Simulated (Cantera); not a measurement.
Input: 1 mol SiO2, 7.5 mol HBr, 19 mol H2, held at 0.00133 bar.

Equilibrium computed with Cantera from the NASA thermochemical tables; the gas is ideal and each condensed phase is pure. Candidate condensed phases: Br2, H2O, Si, SiO2; 28 gas species. The tables hold silica as quartz up to 1696 K and as liquid above; real silica turns to tridymite and cristobalite and melts near 1996 K. The numbers say what is thermodynamically allowed, not how fast it happens.

**Question.** What share of the Si ends up in condensed phases as a function of T (K), at 675, 775, 875, 975, 1075, 1175, 1275, 1375, 1475, 1575, 1675, 1775, 1875?

**Answer.** 
```tsv
T (K)	Si condensed (%)	as
675	100.0	SiO2(α-quartz)
775	100.0	SiO2(α-quartz)
875	100.0	SiO2(β-quartz)
975	100.0	SiO2(β-quartz)
1075	100.0	SiO2(β-quartz)
1175	100.0	SiO2(β-quartz)
1275	99.9	SiO2(β-quartz)
1375	99.6	SiO2(β-quartz)
1475	98.2	SiO2(β-quartz)
1575	92.8	SiO2(β-quartz)
1675	75.0	SiO2(β-quartz)
1775	25.9	SiO2(condensed)
1875	0.0	-
```
